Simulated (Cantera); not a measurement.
Cantera run:

```python
import numpy as np
import cantera as ct

gas_names = """
    B BCL BCL2 BCL3 BN B2 CL CL2 N N2
""".split()
cond_names = """
    B(b) B(L) BN(s)
""".split()


# ... load() reads the species with a 1 bar reference pressure and builds the phases ...
atoms = {
    'B': {'B': 1},
    'Cl2': {'CL': 2},
    'N2': {'N': 2},
}
top_T = {'BN(s)': 3200}  # K; cautious upper limits of use, not melting points


# ... equilibrate(T, P, feed) seeds the gas with the atoms and calls Mixture.equilibrate('TP', solver="vcs", rtol=1e-11, max_steps=5000) ...
results = []
feed = {'B': 1, 'Cl2': 0.01, 'N2': 0.051}  # mol
T = 1050  # K
P = 13000  # Pa
mix = equilibrate(T, P, feed)
results.append((T, P, feed, dict(zip(mix.species_names, mix.species_moles))))
print(gas.report(threshold=0.001))
for i in range(1, mix.n_phases):
    print(f"{mix.phase(i).name:16s} {mix.phase_moles(i):12.5e} mol")
```

It prints:

```
       temperature   1050 K
          pressure   13000 Pa
           density   0.17446 kg/m^3
  mean mol. weight   117.16 kg/kmol
   phase of matter   gas

                          1 kg             1 kmol
                     ---------------   ---------------
          enthalpy       -2.9589e+06       -3.4666e+08  J
   internal energy       -3.0334e+06       -3.5539e+08  J
           entropy            3406.8        3.9914e+05  J/K
    Gibbs function       -6.5361e+06       -7.6577e+08  J
 heat capacity c_p            683.25             80050  J/K
 heat capacity c_v            612.29             71735  J/K

                      mass frac. Y      mole frac. X     chem. pot. / RT
                     ---------------   ---------------   ---------------
              BCL3           0.99999           0.99999           -87.715
     [   +9 minor]         5.533e-06        7.9592e-06

B(b)              8.91333e-01 mol
BN(s)             1.02000e-01 mol
```

Method: chemical equilibrium by Gibbs-energy minimisation in Cantera with the NASA 1993 tables (ideal gas, pure condensed phases). N2 is the only nitrogen source here; it is nearly inert below about 1500 K, so the nitride shown seldom forms there in practice. Mutual solubility and eutectic melting of coexisting phases are not modelled.
